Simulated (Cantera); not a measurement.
## Thermodynamics of hydrogen reduction and annealing atmospheres, feed Fe2O3 + H2

Feed: 1 mol Fe2O3, 6.5 mol H2, held at 1.50 bar.

These are equilibrium values from Cantera (NASA tables, ideal gas, pure condensed phases), not measurements of a reactor. Candidate condensed phases: Fe, FeO, Fe(OH)2, Fe(OH)3, Fe2O3, Fe3O4, H2O; 12 gas species. Each liquid is taken as pure. Mutual solubility and eutectic melting of coexisting phases are not modelled. The tables' stoichiometric FeO is somewhat more stable than real wüstite, so its field is too wide. FeO: taken at fixed stoichiometry. Kinetics and transport are ignored.

From 1050 K to 1150 K the condensed part is Fe(α) + FeO(s). From 1250 K to 1550 K the condensed part is Fe(γ) + FeO(s). At 1650 K the condensed part is Fe(γ) + FeO(l). At 1750 K the condensed part is Fe(δ) + FeO(l). From 1850 K to 2050 K the condensed part is Fe(l) + FeO(l).

```tsv
T (K)	x H2	x H2O	x H	x Fe	n Fe(α)	n FeO(s)	n Fe(γ)	n FeO(l)	n Fe(δ)	n Fe(l)
1050	0.832	0.168	6.04e-9	<1e-12	0.0890	1.91	0	0	0	0
1150	0.799	0.201	5.45e-8	5.73e-12	0.307	1.69	0	0	0	0
1250	0.768	0.232	3.46e-7	1.65e-10	0	1.49	0.511	0	0	0
1350	0.740	0.260	1.67e-6	2.87e-9	0	1.31	0.692	0	0	0
1450	0.716	0.284	6.53e-6	3.33e-8	0	1.15	0.848	0	0	0
1550	0.695	0.305	2.14e-5	2.79e-7	0	1.02	0.982	0	0	0
1650	0.677	0.323	6.10e-5	1.80e-6	0	0	1.10	0.903	0	0
1750	0.684	0.316	0.000157	9.29e-6	0	0	0	0.945	1.05	0
1850	0.686	0.314	0.000364	3.90e-5	0	0	0	0.958	0	1.04
1950	0.681	0.318	0.000773	0.000137	0	0	0	0.934	0	1.06
2050	0.678	0.320	0.00152	0.000420	0	0	0	0.913	0	1.08
```
x: gas mole fraction; n: condensed amount in mol.
